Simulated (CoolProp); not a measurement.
Saturation properties of R125.

Values from CoolProp's reference Helmholtz-energy equation of state, Lemmon 2005.

```
T (°C)  p (MPa)  liquid cp (kJ/(kg K))  vapour viscosity (µPa s)
------  -------  ---------------------  ------------------------
-58.05  0.06049                  1.095                      9.28
-52.15  0.08265                  1.106                      9.54
-46.25   0.1108                  1.118                      9.79
-40.35   0.1460                  1.131                      10.0
-34.45   0.1893                  1.145                      10.3
-28.55   0.2419                  1.160                      10.6
-22.65   0.3051                  1.176                      10.8
-16.75   0.3802                  1.194                      11.1
-10.85   0.4686                  1.213                      11.4
-4.95    0.5717                  1.235                      11.6
0.95     0.6909                  1.259                      11.9
6.85     0.8278                  1.286                      12.3
12.75    0.9841                  1.319                      12.6
18.65     1.161                  1.357                      13.0
24.55     1.362                  1.403                      13.4
```

It boils at -48.1 °C under 1 atm.

Viscosity comes from a separate model (Huber 2006).
